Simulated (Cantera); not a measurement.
An isothermal, constant-pressure homogeneous reactor starts with CH4 : H2O : H2 : N2 = 1 : 0.62 : 0.7 : 0.12 (molar parts), at 1598 K and 0.132 atm.

Model: GRI-Mech 3.0 (53 species, 325 reactions), integrated in Cantera. GRI-Mech 3.0 stops at C3 and has no aromatics, soot or wall deposition, so with more carbon than oxygen in the feed, carbon stays in small species such as C2H2 where larger ones or solid carbon would form.

**Question.** Predict: x(CH4) at 10.0 s; x(H2O) at 10.0 s; x(H2) at 10.0 s; x(CH2CO) at 10.0 s; x(OH) at 10.0 s.

**Answer.** 
```
Item                                                  Result
------------------  ----------------------------------------
x(CH4) at 10.0 s      0.0178 (gas-phase equilibrium 0.00537)
x(H2O) at 10.0 s      0.0738 (gas-phase equilibrium 3.27e-7)
x(H2) at 10.0 s          0.705 (gas-phase equilibrium 0.767)
x(CH2CO) at 10.0 s   7.21e-6 (gas-phase equilibrium 4.22e-8)
x(OH) at 10.0 s     4.95e-7 (gas-phase equilibrium 2.13e-12)
```
